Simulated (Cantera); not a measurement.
## Equilibrium for abatement and gas-phase synthesis: CO2 + H2

Charge: 1 mol CO2, 0.46 mol H2, equilibrated at 2748 K.

Method: chemical equilibrium by Gibbs-energy minimisation in Cantera with the NASA 1993 tables (ideal gas, pure condensed phases). Candidate condensed phases: C, C6H6, C7H8, C8H18, H2O; 110 gas species. The ideal-gas law is rough above about 30 bar. Kinetics and transport are ignored.

From 0.000100 bar to 300 bar nothing is condensed. The main C-bearing gas is CO at 0.000100 bar and CO2 at 300 bar.

| P (Pa) | x CO2 | x CO | x O | x H | x H2O | x O2 | x OH | x H2 |
|---|---|---|---|---|---|---|---|---|
| 10 | 0.00213 | 0.345 | 0.330 | 0.311 | 8.87e-5 | 0.00561 | 0.00352 | 0.00210 |
| 84 | 0.0152 | 0.359 | 0.270 | 0.284 | 0.00425 | 0.0314 | 0.0220 | 0.0147 |
| 710 | 0.0721 | 0.392 | 0.139 | 0.170 | 0.0558 | 0.0702 | 0.0572 | 0.0443 |
| 6000 | 0.191 | 0.382 | 0.0446 | 0.0599 | 0.160 | 0.0615 | 0.0549 | 0.0466 |
| 50000 | 0.313 | 0.330 | 0.0102 | 0.0182 | 0.234 | 0.0266 | 0.0318 | 0.0361 |
| 420000 | 0.377 | 0.296 | 0.00163 | 0.00582 | 0.269 | 0.00572 | 0.0136 | 0.0308 |
| 3600000 | 0.395 | 0.287 | 0.000205 | 0.00195 | 0.280 | 0.000775 | 0.00493 | 0.0298 |
| 30000000 | 0.398 | 0.286 | 2.49e-5 | 0.000676 | 0.284 | 9.57e-5 | 0.00173 | 0.0297 |
x: gas mole fraction; nothing condenses.
